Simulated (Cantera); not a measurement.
A closed system holds: 1 mol Si₃N₄, 0.019 mol CO₂, 89 mol N₂, equilibrated at 2098 K and 0.00230 bar.

Method: chemical equilibrium by Gibbs-energy minimisation in Cantera with the NASA 1993 tables (ideal gas, pure condensed phases). Candidate condensed phases: C, Si, SiC, SiO₂, Si₂N₂O, Si₃N₄; 34 gas species. The tables' values for SiN are old estimates; treat these amounts as uncertain. Kinetics and transport are ignored.

Base state: N₂ 0.969, Si 0.0302, SiO 0.000337, SiN 0.000297, Si₂ 0.000208, Si₂N 0.000190, Si₂C 0.000133, CO 6.74e-5 (mole fractions); condensed: gas only.

What changes in the equilibrium state with this change: temperature from 2098 K to 1125 K?


```json
[
 {"species": "N₂", "before": "0.969", "after": "1.000"},
 {"species": "CO", "before": "6.74e-5", "after": "7.84e-7"},
 {"species": "Si", "before": "0.0302", "after": "<1e-9"},
 {"species": "SiO", "before": "0.000337", "after": "<1e-9"},
 {"species": "SiN", "before": "0.000297", "after": "<1e-9"},
 {"species": "Si₂", "before": "0.000208", "after": "<1e-9"},
 {"species": "C(graphite), mol", "before": "0", "after": "0.0189"},
 {"species": "Si₂N₂O(s), mol", "before": "0", "after": "0.0379"},
 {"species": "Si₃N₄(s), mol", "before": "0", "after": "0.975"}
]
```
Mutual solubility and eutectic melting of coexisting phases are not modelled.

What changes in the equilibrium state with this change: N₂ from 89 to 1.4 mol?


```json
[
 {"species": "N₂", "before": "0.969", "after": "0.929"},
 {"species": "Si", "before": "0.0302", "after": "0.0568"},
 {"species": "SiO", "before": "0.000337", "after": "0.00720"},
 {"species": "CO", "before": "6.74e-5", "after": "0.00319"},
 {"species": "SiC₂", "before": "4.85e-7", "after": "1.59e-5"},
 {"species": "Si₂C", "before": "0.000133", "after": "0.00197"},
 {"species": "Si₃", "before": "2.26e-5", "after": "0.000151"},
 {"species": "Si₂", "before": "0.000208", "after": "0.000737"},
 {"species": "Si(l), mol", "before": "0", "after": "2.74"}
]
```
